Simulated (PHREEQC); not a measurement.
Make-up at 10 °C: 0.018 mol NaNO3, 0.00078 mol Mn(NO3)2 and 0.046 mol NiSO4 per kg of water. Closed to the air; pH follows from the charge balance.

Computed with PHREEQC (ion-association model, wateq4f.dat).

Each row changes one thing in this solution. This is a speciation only: nothing precipitates in the calculation.

| case | pH | ionic strength (mol/kgw) | Ni+2 (mol/kgw) | SO4-2 (mol/kgw) | NiSO4 (mol/kgw) | Mn+2 (mol/kgw) | SI of Morenosite (NiSO4:7H2O) |
|---|---|---|---|---|---|---|---|
| as made | 6.27 | 0.135 | 0.0294 | 0.0283 | 0.0166 | 0.000532 | -1.53 |
| 0.014 mol/kgw CsF added | 6.66 | 0.149 | 0.0282 | 0.0294 | 0.0155 | 0.000526 | -1.56 |
| diluted 5-fold with water | 6.43 | 0.0317 | 0.00696 | 0.00687 | (withheld) | 0.000124 | -2.41 |
| temperature from 10 to 60 °C | 5.71 | 0.127 | 0.0274 | 0.0262 | 0.0185 | 0.000404 | -2.00 |
| NaNO3 replaced by Ca(NO3)2 at the same molality | 6.25 | 0.158 | (withheld) | 0.0254 | 0.0145 | 0.000566 | -1.59 |
| diluted 100-fold with water | 6.86 | 0.00195 | 0.000438 | 0.000437 | 2.22e-5 | 7.50e-6 | -4.41 |
| Mn(NO3)2 from 0.00078 to 7.8e-05 mol/kgw | 6.27 | 0.134 | 0.0293 | (withheld) | 0.0167 | 5.30e-5 | -1.53 |

Problem. Complete the blanks.

Solution. 
- diluted 5-fold with water, NiSO4 (mol/kgw): 0.00224
- NaNO3 replaced by Ca(NO3)2 at the same molality, Ni+2 (mol/kgw): 0.0315
- Mn(NO3)2 from 0.00078 to 7.8e-05 mol/kgw, SO4-2 (mol/kgw): 0.0284

Some of these states are supersaturated (in Gypsum, for instance). In wateq4f.dat the enthalpy of Ni(OH)2 has the wrong sign, so its saturation index can't be trusted away from 25 °C. Away from 25 °C the constants follow the database's enthalpies or fits; those with neither stay at their 25 °C values.
